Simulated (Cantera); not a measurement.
Hydrocarbon pyrolysis for carbon deposition

An isothermal, constant-pressure homogeneous reactor starts with C₂H₆ : N₂ = 1 : 92 (molar parts), at 1898 K and 20.0 Torr.

Cantera simulation using GRI-Mech 3.0 (53 species, 325 reactions); the numbers are that mechanism's predictions, not measurements. GRI-Mech 3.0 stops at C3 and has no aromatics, soot or wall deposition, so with more carbon than oxygen in the feed, carbon stays in small species such as C2H2 where larger ones or solid carbon would form. Radical loss at walls, strong at low pressure, is not modelled.

| t (s) | x C₂H₆ | x CH₃ | x C₂H₂ | x HCN | x H₂ |
|---|---|---|---|---|---|
| 0.000200 | 0.00125 | 0.0101 | 0.000630 | 9.76e-6 | 0.00358 |
| 0.000570 | 1.49e-5 | 0.00345 | 0.00551 | 5.55e-5 | 0.0124 |
| 0.00162 | 7.75e-7 | 0.000900 | 0.00902 | 9.49e-5 | 0.0177 |
| 0.00462 | 1.38e-7 | 0.000365 | 0.00990 | 0.000119 | 0.0194 |
| 0.0132 | 3.27e-8 | 0.000172 | 0.0102 | 0.000138 | 0.0200 |
| 0.0375 | 7.96e-9 | 8.33e-5 | 0.0103 | 0.000154 | 0.0204 |
| 0.107 | 1.64e-9 | 3.77e-5 | 0.0104 | 0.000173 | 0.0207 |
| 0.304 | 1.93e-10 | 1.30e-5 | 0.0104 | 0.000198 | 0.0208 |
| 0.866 | 4.97e-12 | 2.13e-6 | 0.0104 | 0.000220 | 0.0208 |
| 2.47 | <1e-12 | 1.47e-7 | 0.0104 | 0.000225 | 0.0208 |
| 7.02 | <1e-12 | 4.12e-8 | 0.0104 | 0.000226 | 0.0207 |
| 20.0 | <1e-12 | 2.72e-8 | 0.0104 | 0.000226 | 0.0207 |
x: mole fraction; the columns are a selection and need not sum to one.

Equilibrium at this temperature and pressure: C₂H₆ <1e-12, CH₃ 4.64e-8, C₂H₂ 0.000908, HCN 0.0192, H₂ 0.0207 (gas phase only).
